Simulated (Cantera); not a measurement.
What does this Cantera script print?

```python
import numpy as np
import cantera as ct

gas_names = """
    OH N H2 N2 O2
""".split()
cond_names = """
    VN(s) V2O3(s) V2O3(L) V2O4(I) V2O4(II) V2O4(L)
""".split()


# ... load() reads the species with a 1 bar reference pressure and builds the phases ...
species = {s.name: s for s in load("nasa_gas.yaml", gas_names) + load("nasa_condensed.yaml", cond_names)}
# Each term lists the table entries of one substance; the one whose range holds T is used.
reactions = {
    '4 VN + 6 OH(g) = 4 N(g) + 2 V2O3 + 3 H2(g)':
        [(-4, ['VN(s)']), (-6, ['OH']), (4, ['N']), (2, ['V2O3(s)', 'V2O3(L)']), (3, ['H2'])],
    'N2(g) + V2O4 = 2 VN + 2 O2(g)':
        [(-1, ['N2']), (-1, ['V2O4(I)', 'V2O4(II)', 'V2O4(L)']), (2, ['VN(s)']), (2, ['O2'])],
}


def pick(names, T):
    return next(species[n] for n in names if species[n].thermo.min_temp <= T <= species[n].thermo.max_temp)


results = []
for label, terms in reactions.items():
    print(label)
    print("     T/K   dH/kJ  dS/(J/K)   dG/kJ   log10 K")
    for T in [300, 2000, 2025, 2050, 2075, 2100, 2125]:
        used = [(nu, pick(names, T)) for nu, names in terms]
        dH = sum(nu * s.thermo.h(T) for nu, s in used) / 1e6
        dS = sum(nu * s.thermo.s(T) for nu, s in used) / 1e3
        dG = dH - T * dS / 1e3
        logK = -dG * 1e6 / (ct.gas_constant * T * np.log(10))
        results.append((label, T, dH, dS, dG, logK, [s.name for _, s in used]))
        print(f"{T:8g} {dH:8.1f} {dS:8.1f} {dG:8.1f} {logK:8.2f}")
```

Output:

```
4 VN + 6 OH(g) = 4 N(g) + 2 V2O3 + 3 H2(g)
     T/K   dH/kJ  dS/(J/K)   dG/kJ   log10 K
     300     85.7    -49.6    100.6   -17.52
    2000    176.7     52.0     72.7    -1.90
    2025    178.3     52.8     71.4    -1.84
    2050    179.8     53.5     70.1    -1.79
    2075    181.4     54.3     68.7    -1.73
    2100    182.9     55.0     67.4    -1.68
    2125    184.5     55.8     66.0    -1.62
N2(g) + V2O4 = 2 VN + 2 O2(g)
     T/K   dH/kJ  dS/(J/K)   dG/kJ   log10 K
     300    992.9    189.7    936.0  -162.96
    2000    838.7     67.5    703.7   -18.38
    2025    837.6     67.0    702.0   -18.11
    2050    836.5     66.4    700.3   -17.84
    2075    835.4     65.9    698.6   -17.59
    2100    834.3     65.4    697.0   -17.34
    2125    833.2     64.8    695.4   -17.09
```

Cantera with NASA thermochemical tables; ideal gases at 1 bar, condensed phases pure. VN: taken at fixed stoichiometry. Condensed species are held in their standard states even where they would react or evaporate.
